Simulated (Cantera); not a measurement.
**Equilibrium for calcination and drying: LiOH + H2 + H2O**

A closed system holds: 1 mol LiOH, 2.8 mol H2, 0.15 mol H2O, at 1900 K and 10.0 Torr.

Method: chemical equilibrium by Gibbs-energy minimisation in Cantera with the NASA 1993 tables (ideal gas, pure condensed phases). Candidate condensed phases: H2O, Li, LiH, LiOH, Li2O; 17 gas species. Rates play no part.

The x(H2) comes out as 0.623 and the x(LiOH) is 0.144. The x(H2O) is 0.131 and the x(Li) is 0.0941. The x(H) comes out as 0.00543 and the x(Li2O) is 0.000796. The x(LiH) is 0.000380 and the x(OH) comes out as 9.39e-5. The x(LiO) is 6.58e-6 and the gas amount is 4.157 mol. The log10 activity of Li2O(l) (absent) is -2.15. The log10 activity of Li(l) (absent) comes out as -3.58.
